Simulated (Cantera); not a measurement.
An isothermal, constant-pressure homogeneous reactor starts with N2O : N2 = 1 : 2.3 (molar parts), at 1400 K and 0.0168 atm. Integrator tolerance rtol = 1e-08.

Cantera simulation using GRI-Mech 3.0 (53 species, 325 reactions); the numbers are that mechanism's predictions, not measurements. GRI-Mech 3.0 was tuned for natural gas; its chemistry of N2O as a main component is partial and can be far from experiment. Radical loss at walls, strong at low pressure, is not modelled. The temperature is held fixed by assumption; the heat of reaction is taken as removed at once.

### Question
What does this change do: pressure from 0.0168 atm to 0.987 atm?

### Answer
```csv
quantity,before,after
x(N2O) at 100 s,7.12e-7 (gas-phase equilibrium 5.25e-9),5.10e-7 (gas-phase equilibrium 4.03e-8)
x(O) at 100 s,2.39e-6 (gas-phase equilibrium 2.65e-6),3.19e-7 (gas-phase equilibrium 3.45e-7)
x(NO) at 100 s,0.0510 (gas-phase equilibrium 0.000604),0.0394 (gas-phase equilibrium 0.000604)
x(O2) at 100 s,0.106 (gas-phase equilibrium 0.131),0.112 (gas-phase equilibrium 0.131)
x(NO2) at 100 s,3.49e-5 (gas-phase equilibrium 4.61e-7),0.000213 (gas-phase equilibrium 3.54e-6)
x(N2) at 100 s,0.843 (gas-phase equilibrium 0.868),0.849 (gas-phase equilibrium 0.868)
```

### Question
What does this change do: pressure from 0.0168 atm to 0.207 atm?

### Answer
```csv
quantity,before,after
x(N2O) at 100 s,7.12e-7 (gas-phase equilibrium 5.25e-9),6.48e-7 (gas-phase equilibrium 1.85e-8)
x(O) at 100 s,2.39e-6 (gas-phase equilibrium 2.65e-6),6.85e-7 (gas-phase equilibrium 7.53e-7)
x(NO) at 100 s,0.0510 (gas-phase equilibrium 0.000604),0.0468 (gas-phase equilibrium 0.000604)
x(O2) at 100 s,0.106 (gas-phase equilibrium 0.131),0.108 (gas-phase equilibrium 0.131)
x(NO2) at 100 s,3.49e-5 (gas-phase equilibrium 4.61e-7),0.000114 (gas-phase equilibrium 1.62e-6)
x(N2) at 100 s,0.843 (gas-phase equilibrium 0.868),0.845 (gas-phase equilibrium 0.868)
```
